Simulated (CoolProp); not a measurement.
Vapour-liquid equilibrium of R134a (1) + R124 (2) at 1.86 bar; x and y are mole fractions of (1).

The numbers come from the multi-fluid Helmholtz-energy mixture model, Tillner-Roth 1994 and de Vries 1995; pair parameters Bell 2016 in CoolProp.

```
x      bubble temperature (K)  y at the bubble point  dew temperature at overall composition x (K)  liquid density (mol/L)
-----  ----------------------  ---------------------  --------------------------------------------  ----------------------
0.05                    275.3                  0.093                                         276.0                   10.57
0.125                   273.4                  0.217                                         274.8                   10.74
0.2                     271.8                  0.323                                         273.7                   10.92
0.275                   270.3                  0.415                                         272.5                   11.10
0.35                    268.9                  0.497                                         271.3                   11.28
0.425                   267.7                  0.571                                         270.1                   11.47
0.5                     266.6                  0.637                                         268.9                   11.66
0.575                   265.6                  0.699                                         267.6                   11.85
0.65                    264.7                  0.756                                         266.4                   12.05
0.725                   263.8                  0.810                                         265.2                   12.25
0.8                     263.0                  0.863                                         264.0                   12.46
0.875                   262.3                  0.914                                         262.9                   12.68
0.95                    261.7                  0.965                                         261.9                   12.91
```

No azeotrope shows between x = 0.05 and 0.95.

Pair parameters are fitted to limited data, so mixtures are less certain than the pure fluids.
